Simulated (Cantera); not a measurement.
# Reactions in the system Cr-H-N-O

Cantera with NASA thermochemical tables; ideal gases at 1 bar, condensed phases pure. Values are per mole of reaction as written; species without (g) are pure solids or liquids, kept so even where they would boil at 1 bar.

H2O(g) + 4 Cr + N2O(g) → H2O2(g) + 2 Cr2N

```tsv
T (K)	ΔH° (kJ)	ΔS° (J/K)	ΔG° (kJ)	log10 K
898	-217.2	-121.5	-108.0	6.28
998	-215.2	-119.4	-96.0	5.02
1098	-213.3	-117.6	-84.2	4.00
1198	-211.6	-116.1	-72.5	3.16
1298	-210.1	-115.0	-60.9	2.45
1398	-208.9	-114.1	-49.5	1.85
1498	-208.1	-113.5	-38.1	1.33
1598	-207.6	-113.1	-26.8	0.87
1698	-207.4	-113.1	-15.5	0.48
1798	-207.7	-113.2	-4.1	0.12
```
